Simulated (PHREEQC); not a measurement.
**Copper plating or etch bath (model solution)**

Dissolve 0.0042 mol Cu(BF4)2, 0.13 mol H2SO4 and 0.0021 mol Na2SO4 per kg of water at 20 °C. Closed to the air; pH follows from the charge balance.

Equilibrium calculation in PHREEQC: ion-association model, phreeqc.dat.

No solid was allowed to form.

Estimate the pH, density, specific conductance.

pH 0.91; density 1.008 g/cm³; specific conductance 43800 µS/cm.

In which forms is F present?

BF4- 74 %, HF 24 %, BF3OH- 2.2 % of the F.

Real BF4- forms and hydrolyses slowly; the run takes it at equilibrium.
